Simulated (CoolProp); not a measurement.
Saturation properties of nitrous oxide.

Values from CoolProp's reference Helmholtz-energy equation of state, Lemmon 2006. It is a short technical equation, of lower accuracy than the large ones.

```
T (K)  p (kPa)  vapour density (kg/m³)  enthalpy of vaporisation (kJ/kg)  liquid cp (kJ/(kg K))  surface tension (mN/m)
-----  -------  ----------------------  --------------------------------  ---------------------  ----------------------
240.1     1192                   30.82                             299.8                  1.884                    11.7
243.4     1328                   34.33                             294.2                  1.905                    11.0
246.8     1480                   38.30                             288.3                  1.930                    10.4
250.1     1639                   42.50                             282.3                  1.957                    9.72
253.5     1816                   47.23                             275.9                  1.988                    9.05
256.9     2006                   52.42                             269.2                  2.023                    8.39
260.2     2204                   57.93                             262.4                  2.061                    7.76
263.6     2423                   64.15                             255.1                  2.106                    7.12
266.9     2650                   70.77                             247.7                  2.155                    6.51
270.3     2900                   78.28                             239.7                  2.215                    5.89
273.6     3158                   86.31                             231.5                  2.283                    5.30
277       3442                   95.49                             222.6                  2.366                    4.70
280.4     3743                   105.7                             213.1                  2.468                    4.12
283.7     4054                   116.9                             203.2                  2.590                    3.56
287.1     4394                   129.8                             192.2                  2.752                    3.00
```

It boils at 184.7 K under 1 atm.

Surface tension comes from a separate correlation (Mulero 2012).
